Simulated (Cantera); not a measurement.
A freely propagating, adiabatic, planar premixed flame of H2 : O2 : N2 = 1 : 0.294 : 0.971 (molar parts), unburnt at 450 K and 500000 Pa; mixture-averaged transport, grid criteria slope 0.08 and curve 0.16, no radiation.

Computed with Cantera and the H2/O2 subset of GRI-Mech 3.0, which has no nitrogen chemistry. The hydrogen kinetics of GRI-Mech 3.0 are dated; newer H2 mechanisms differ, most at raised pressure. Burning velocities carry a grid error of a few per cent, more on coarse grids.

Task: How do the results move with these cheaper or finer settings: unity-Lewis-number transport; multicomponent transport; multicomponent+Soret transport; grid criteria slope 0.5, curve 1; grid criteria slope 0.25, curve 0.5; grid criteria slope 0.03, curve 0.06?

Result: 
```csv
setting,laminar burning velocity,thermal thickness,peak x(H2O2),peak x(O),grid points
as above,647 cm/s,0.0485 mm,0.000100,0.00362,111
unity-Lewis-number transport,408 cm/s,0.0477 mm,4.40e-5,0.00274,111
multicomponent transport,635 cm/s,0.0488 mm,9.86e-5,0.00354,111
multicomponent+Soret transport,607 cm/s,0.0473 mm,0.000106,0.00361,111
"grid criteria slope 0.5, curve 1",671 cm/s,0.0634 mm,7.08e-5,0.00331,38
"grid criteria slope 0.25, curve 0.5",661 cm/s,0.0524 mm,9.52e-5,0.00360,52
"grid criteria slope 0.03, curve 0.06",643 cm/s,0.0472 mm,0.000103,0.00365,257
```
Unity Lewis numbers drop preferential diffusion, which matters most where H2 and H carry the flame; Soret adds thermal diffusion.
